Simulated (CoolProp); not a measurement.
Computed with CoolProp (reference Helmholtz-energy equation of state, Lemmon 2006). It is a short technical equation, of lower accuracy than the large ones.

For hydrogen sulfide, give the phase and the Z, cp (kJ/(kg K)), cv (kJ/(kg K)), expansivity (1/kK) at 200.45 °C and 288 bar; 270.85 °C and 288 bar.


- 200.45 °C and 288 bar: supercritical; Z 0.621, cp 2.47, cv 1.01, expansivity 6.20
- 270.85 °C and 288 bar: supercritical; Z 0.781, cp 1.91, cv 0.986, expansivity 4.19
